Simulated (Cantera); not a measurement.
A perfectly stirred reactor is fed with 8.17 % CH₄, 4.17 % CO, 18.4 % O₂, 69.3 % N₂, at 11300 Torr; it is adiabatic with a 550 K inlet, and is followed from long to short residence time, starting on the burning branch (τ in s: 0.11, 0.042, 0.016, 0.0063, 0.0024, 0.00094, 0.00036, 0.00014, 5.4e-05, 2.1e-05, 8e-06).

Detailed kinetics in Cantera: GRI-Mech 3.0 (53 species, 325 reactions). The pressure lies above the range GRI-Mech 3.0 was tuned for (to about 10 atm).

Task: Predict: blow-out, bracketed by the residence times tried; x(CH₄) at τ = 0.110 s; x(CO) at τ = 0.110 s; x(O₂) at τ = 0.110 s; x(HO₂) at τ = 0.110 s; x(NO) at τ = 0.110 s; x(CH₄) at τ = 0.940 ms; x(CO) at τ = 0.940 ms; x(O₂) at τ = 0.940 ms; x(HO₂) at τ = 0.940 ms; x(NO) at τ = 0.940 ms.

Result: 
| Quantity | Value |
|---|---|
| blow-out, bracketed by the residence times tried | burning at 21.0 µs, out at 8.00 µs |
| x(CH₄) at τ = 0.110 s | 2.77e-7 |
| x(CO) at τ = 0.110 s | 0.0117 |
| x(O₂) at τ = 0.110 s | 0.00465 |
| x(HO₂) at τ = 0.110 s | 1.76e-6 |
| x(NO) at τ = 0.110 s | 0.00275 |
| x(CH₄) at τ = 0.940 ms | 2.32e-5 |
| x(CO) at τ = 0.940 ms | 0.0149 |
| x(O₂) at τ = 0.940 ms | 0.00752 |
| x(HO₂) at τ = 0.940 ms | 3.40e-6 |
| x(NO) at τ = 0.940 ms | 0.000744 |
